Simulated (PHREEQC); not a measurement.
Solution (25 °C): 0.019 mol/kgw NH3. Closed to the air; pH follows from the charge balance.

All values are PHREEQC results (ion-association model, wateq4f.dat), not measurements.

```csv
quantity,before,after
pH,10.76,6.23
ionic strength (mol/kgw),0.000585,0.0190
NH3 (mol/kgw),0.0184,1.61e-5
NH4+ (mol/kgw),0.000585,0.0190
```

Problem. Which change was made?
A) 0.029 mol/kgw H2SO4 added
B) NH3 replaced by NH4F at the same molality
C) temperature from 25 to 35 °C
D) NH3 from 0.019 to 0.0095 mol/kgw
E) NH3 from 0.019 to 0.0019 mol/kgw

Solution. B, NH3 replaced by NH4F at the same molality

No solid was allowed to form.
